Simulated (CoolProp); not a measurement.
R134a at several states: Z from the reference equation and from simpler models built on Tc = 374.2 K, pc = 4.059 MPa, ω = 0.327; each cubic takes its own stable root.

Model: reference Helmholtz-energy equation of state, Tillner-Roth 1994, in CoolProp.

```tsv
T (K)	p (MPa)	phase	reference	Redlich-Kwong	Soave-Redlich-Kwong
303.3	0.0291	gas	0.9945	0.9956	0.9951
203.4	0.308	liquid	0.01237	0.01475	…
240.6	15.6	liquid	…	0.6509	0.6316
199.6	6.55	liquid	…	…	0.3049
330.5	4.59	liquid	0.1548	0.1919	0.1825
```

Q: Some entries are withheld; supply them.

A: 
- 203.4, Soave-Redlich-Kwong: 0.01426
- 240.6, reference: 0.5562
- 199.6, reference: 0.2646
- 199.6, Redlich-Kwong: 0.3137
